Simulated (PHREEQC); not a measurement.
A solution holds 29 mmol/kgw Cu(BF4)2 and 1.8 mmol/kgw H2SO4, at 80 °C. Closed to the air; pH follows from the charge balance.

All values are PHREEQC results (ion-association model, wateq4f.dat), not measurements.

```tsv
quantity	before	after
pH	2.62	2.88
ionic strength (mol/kgw)	0.0872	0.0887
BF4- (mol/kgw)	0.0496	0.0491
Cu+2 (mol/kgw)	0.0276	0.0272
HF (mol/kgw)	0.0168	0.0149
BF3OH- (mol/kgw)	0.00334	0.00374
SI of CuF2:2H2O (CuF2:2H2O)	-2.60	-2.19
SI of Tenorite (CuO)	-2.62	-2.11
```

**Question.** What was changed between the two runs?
(A) 0.00072 mol/kgw H2SiF6 added
(B) temperature from 80 to 10 °C
(C) Cu(BF4)2 from 0.029 to 0.0029 mol/kgw
(D) H2SO4 replaced by Li2SO4 at the same molality
(E) Cu(BF4)2 from 0.029 to 0.0319 mol/kgw

**Answer.** D, H2SO4 replaced by Li2SO4 at the same molality

This is a speciation only: nothing precipitates in the calculation. At this temperature some constants are extrapolated from 25 °C, and those without enthalpy data are left unchanged. Real BF4- forms and hydrolyses slowly; the run takes it at equilibrium.
